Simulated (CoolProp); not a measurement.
The fluid at 298.15 K and 0.00562 MPa (gas) is heated at constant pressure to 453 K. The same conditions are run with several fluids, on thermodynamics alone (safety and materials aside).

The numbers come from the reference Helmholtz-energy equation of state of each fluid (tetrahydrofuran: Fiedler 2023; isobutane: Bücker 2006; cyclopropane: Polt 1992; benzene: Thol 2012) in CoolProp. The equations of Platzer and Polt are older, rougher fits.

**Question.** Rank tetrahydrofuran, isobutane, cyclopropane, benzene by heat (kJ/kg), highest first.

**Answer.** isobutane (314), cyclopropane (264), tetrahydrofuran (214), benzene (210)

| fluid | final density (kg/m³) |
|---|---|
| tetrahydrofuran | 0.108 |
| isobutane | 0.0868 |
| cyclopropane | 0.0628 |
| benzene | 0.117 |
